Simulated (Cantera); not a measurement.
An adiabatic, constant-volume homogeneous reactor starts with H2 : O2 : N2 : H2O = 1 : 0.208 : 0.783 : 0.27 (molar parts), equivalence ratio 2.4, at 1150 K and 14.0 bar.

Model: the H2/O2 subset of GRI-Mech 3.0, which has no nitrogen chemistry, integrated in Cantera. The hydrogen kinetics of GRI-Mech 3.0 are dated; newer H2 mechanisms differ, most at raised pressure. The pressure lies above the range GRI-Mech 3.0 was tuned for (to about 10 atm).

Q: Predict: time of steepest temperature rise; temperature at 0.900 s; equilibrium temperature; x(H2) at 0.900 s; x(O2) at 0.900 s; x(H2O) at 0.900 s; x(H) at 0.900 s; x(OH) at 0.900 s; x(O) at 0.900 s.

A: 
| Item | Result |
|---|---|
| time of steepest temperature rise | 0.337 ms |
| temperature at 0.900 s | 2662 K |
| equilibrium temperature | 2662 K |
| x(H2) at 0.900 s | 0.282 (gas-phase equilibrium 0.282) |
| x(O2) at 0.900 s | 7.33e-6 (gas-phase equilibrium 7.33e-6) |
| x(H2O) at 0.900 s | 0.332 (gas-phase equilibrium 0.332) |
| x(H) at 0.900 s | 0.00483 (gas-phase equilibrium 0.00483) |
| x(OH) at 0.900 s | 0.00140 (gas-phase equilibrium 0.00140) |
| x(O) at 0.900 s | 1.54e-5 (gas-phase equilibrium 1.54e-5) |
